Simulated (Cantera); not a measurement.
## Equilibrium for silicon oxide and oxynitride deposition: SiCl4 + NO + N2 + O2

Input: 1 mol SiCl4, 6.1 mol NO, 140 mol N2, 3.7 mol O2, at 1.00 bar.

Method: chemical equilibrium by Gibbs-energy minimisation in Cantera with the NASA 1993 tables (ideal gas, pure condensed phases). Candidate condensed phases: Si, SiO2, Si2N2O, Si3N4; 23 gas species. The tables hold silica as quartz up to 1696 K and as liquid above; real silica turns to tridymite and cristobalite and melts near 1996 K. The numbers say what is thermodynamically allowed, not how fast it happens.

```
T (°C)   x N2    x O2      x Cl    x Cl2  n SiO2(α-quartz)  n SiO2(β-quartz)  n SiO2(condensed)
------  -----  ------  --------  -------  ----------------  ----------------  -----------------
402     0.949  0.0381   3.48e-8   0.0133              1.00                 0                  0
502     0.949  0.0381   5.92e-7   0.0133              1.00                 0                  0
602     0.949  0.0381   5.30e-6   0.0133                 0              1.00                  0
702     0.949  0.0381   3.05e-5   0.0132                 0              1.00                  0
802     0.949  0.0381  0.000127   0.0132                 0              1.00                  0
902     0.948  0.0381  0.000414   0.0131                 0              1.00                  0
1002    0.948  0.0380   0.00111   0.0127                 0              1.00                  0
1102    0.947  0.0379   0.00256   0.0120                 0              1.00                  0
1202    0.946  0.0378   0.00509   0.0107                 0              1.00                  0
1302    0.944  0.0375   0.00885  0.00876                 0             1.000                  0
1402    0.942  0.0372    0.0135  0.00642                 0             1.000                  0
1502    0.939  0.0369    0.0180  0.00412                 0                 0              1.000
1602    0.937  0.0365    0.0215  0.00235                 0                 0              1.000
```
x: gas mole fraction; n: condensed amount in mol.

From 402 °C to 502 °C the condensed part is SiO2(α-quartz). From 602 °C to 1402 °C the condensed part is SiO2(β-quartz). From 1502 °C to 1602 °C the condensed part is SiO2(condensed).
